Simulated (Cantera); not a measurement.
A Cantera script and its output.

```python
import numpy as np
import cantera as ct

gas = ct.Solution("gri30.yaml", transport_model="mixture-averaged")
show = ['CH3', 'N2', 'H2O']

rows = []
print(f"{'T/K':>7s}{'rho':>11s}{'cp':>10s}{'mu':>11s}{'lambda':>11s}{'Pr':>7s}" + "".join(f"{'D_' + s:>11s}" for s in show))
for T in [400, 600, 800, 1000, 1200, 1400]:
    gas.TPX = T, 2666, {'N2O': 0.35}
    Pr = gas.cp_mass * gas.viscosity / gas.thermal_conductivity
    D = [gas.mix_diff_coeffs_mole[gas.species_index(s)] for s in show]
    rows.append([gas.density, gas.cp_mass, gas.viscosity, gas.thermal_conductivity, Pr, *D])
    print(f"{T:7g}{gas.density:11.4e}{gas.cp_mass:10.1f}{gas.viscosity:11.4e}"
          f"{gas.thermal_conductivity:11.4e}{Pr:7.3f}" + "".join(f"{d:11.4e}" for d in D))
print("SI units: kg/m3, J/kg/K, Pa s, W/m/K, m2/s")
```

It prints:

```
    T/K        rho        cp         mu     lambda     Pr      D_CH3       D_N2      D_H2O
    400 3.5281e-02     970.3 1.9459e-05 2.5465e-02  0.741 1.1124e-03 1.0021e-03 1.1100e-03
    600 2.3521e-02    1101.3 2.7324e-05 4.0717e-02  0.739 2.2967e-03 2.0429e-03 2.4290e-03
    800 1.7641e-02    1191.6 3.4048e-05 5.4884e-02  0.739 3.7851e-03 3.3456e-03 4.1438e-03
   1000 1.4113e-02    1254.7 4.0022e-05 6.7953e-02  0.739 5.5426e-03 4.8814e-03 6.2004e-03
   1200 1.1760e-02    1294.3 4.5464e-05 8.0076e-02  0.735 7.5461e-03 6.6315e-03 8.5625e-03
   1400 1.0080e-02    1326.8 5.0510e-05 9.1407e-02  0.733 9.7790e-03 8.5819e-03 1.1205e-02
SI units: kg/m3, J/kg/K, Pa s, W/m/K, m2/s
```

Detailed kinetics in Cantera: GRI-Mech 3.0 (53 species, 325 reactions). The composition is frozen, though it would react at the higher temperatures.
